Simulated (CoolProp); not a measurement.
A Linde-Hampson liquefier for oxygen: isothermal reversible compression at 250 K from 1 atm to 20 MPa, throttling to 1 atm, return gas leaving the recuperator 2 K below the feed. Each further row changes one setting.

The numbers come from the reference Helmholtz-energy equation of state, Schmidt 1985 in CoolProp.

```tsv
case	liquid yield per pass	compression work (kJ/kg of gas)
as stated	?	329
high pressure 40 MPa	?	369
warm-end temperature 280 K	0.124	?
warm-end gap 7 K	0.163	329
```

Q: What belongs in the gaps?

A: 
- as stated, liquid yield per pass: 0.173
- high pressure 40 MPa, liquid yield per pass: 0.238
- warm-end temperature 280 K, compression work (kJ/kg of gas): 375
